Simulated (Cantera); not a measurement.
A perfectly stirred reactor is fed with 64.5 % CH4, 35.5 % H2O, at 0.0987 atm; it is held at 1600 K, and followed from long to short residence time.

Cantera simulation using GRI-Mech 3.0 (53 species, 325 reactions); the numbers are that mechanism's predictions, not measurements. GRI-Mech 3.0 stops at C3 and has no aromatics, soot or wall deposition, so with more carbon than oxygen in the feed, carbon stays in small species such as C2H2 where larger ones or solid carbon would form.

**Question.** Predict: x(CH4) at τ = 0.560 s; x(H2O) at τ = 0.560 s; x(CO) at τ = 0.560 s; x(CH3) at τ = 0.560 s; x(CH4) at τ = 37.0 ms; x(H2O) at τ = 37.0 ms; x(CO) at τ = 37.0 ms; x(CH3) at τ = 37.0 ms.

**Answer.** 
```json
{
  "x(CH4) at τ = 0.560 s": "0.203",
  "x(H2O) at τ = 0.560 s": "0.245",
  "x(CO) at τ = 0.560 s": "0.0101",
  "x(CH3) at τ = 0.560 s": "0.000675",
  "x(CH4) at τ = 37.0 ms": "0.498",
  "x(H2O) at τ = 37.0 ms": "0.325",
  "x(CO) at τ = 37.0 ms": "0.000479",
  "x(CH3) at τ = 37.0 ms": "0.00159"
}
```
